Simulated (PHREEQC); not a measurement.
Solution (20 °C): 0.02 mol CO2, 0.17 mol K2SO4 and 0.22 mol CuSO4 per kg of water. Closed to the air; pH follows from the charge balance.

Model: ion-association model, phreeqc.dat, run in PHREEQC.

No solid was allowed to form.

Predict the pH, activity of water.

pH 3.79; activity of water 0.987.

In which forms is K present?

K+ 83 %, KSO4- 17 % of the K.

Ionic strength above about 0.7 mol/kgw puts this run outside the model's range. Species that the database lacks are ignored.
